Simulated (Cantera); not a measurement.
Input: 1 mol AlCl3, 23 mol H2O, 16 mol H2, equilibrated at 698.15 K and 1.00 bar.

Method: chemical equilibrium by Gibbs-energy minimisation in Cantera with the NASA 1993 tables (ideal gas, pure condensed phases). Candidate condensed phases: Al, AlCl3, Al2O3, H2O; 29 gas species. Condensed phases not in the tables: AlOCl. Rates play no part.

Base state: H2O 0.531, H2 0.395, HCl 0.0741 (mole fractions); condensed: Al2O3(s).

Problem. What changes in the equilibrium state with this change: AlCl3 replaced by Al?

Solution. 
```csv
species,before,after
H2O,0.531,0.551
H2,0.395,0.449
HCl,0.0741,0
"Al2O3(s), mol",0.500,0.500
```

Problem. What changes in the equilibrium state with this change: H2O from 23 to 1.2 mol?

Solution. 
| species | before | after |
|---|---|---|
| H2 | 0.395 | 0.862 |
| HCl | 0.0741 | 0.129 |
| AlCl3 | <1e-9 | 0.00669 |
| H2O | 0.531 | 4.44e-9 |
| Al2Cl6 | <1e-9 | 0.00204 |
| Al2O3(s), mol | 0.500 | 0.400 |
